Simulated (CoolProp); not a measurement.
Vapour-liquid equilibrium of ethylbenzene (1) + o-xylene (2) at 1730 kPa; x and y are mole fractions of (1).

The numbers come from the multi-fluid Helmholtz-energy mixture model, Zhou 2012 and Zhou 2012; pair parameters Bell 2016 in CoolProp.

Task: Give the bubble temperature and the first vapour's composition at x = 0.05, 0.45, 0.65. Is there an azeotrope?

Result: x = 0.05: 295.3 °C, y = 0.054; x = 0.45: 291.1 °C, y = 0.472; x = 0.65: 289.1 °C, y = 0.669. No azeotrope shows between x = 0.05 and 0.95.

Pair parameters are fitted to limited data, so mixtures are less certain than the pure fluids.
